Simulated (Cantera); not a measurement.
## Ignition delay

Mixture: 32.6 % H2, 11.6 % O2, 55.8 % N2, equivalence ratio 1.4, at 3830 Torr, adiabatic and at constant volume. Ignition delay is the time to a rise of 400 K.

Cantera simulation using the H2/O2 subset of GRI-Mech 3.0, which has no nitrogen chemistry; the numbers are that mechanism's predictions, not measurements. The hydrogen kinetics of GRI-Mech 3.0 are dated; newer H2 mechanisms differ, most at raised pressure. Where the delays flatten at high temperature, the 400 K rule measures the pace of heat release, not the induction time.

```json
[
 {"T0 (K)": "1050", "delay (ms)": "2.50"},
 {"T0 (K)": "1125", "delay (ms)": "0.176"},
 {"T0 (K)": "1200", "delay (ms)": "0.0183"},
 {"T0 (K)": "1275", "delay (ms)": "0.00886"},
 {"T0 (K)": "1350", "delay (ms)": "0.00564"},
 {"T0 (K)": "1425", "delay (ms)": "0.00403"},
 {"T0 (K)": "1500", "delay (ms)": "0.00307"},
 {"T0 (K)": "1575", "delay (ms)": "0.00245"},
 {"T0 (K)": "1650", "delay (ms)": "0.00203"},
 {"T0 (K)": "1725", "delay (ms)": "0.00174"}
]
```
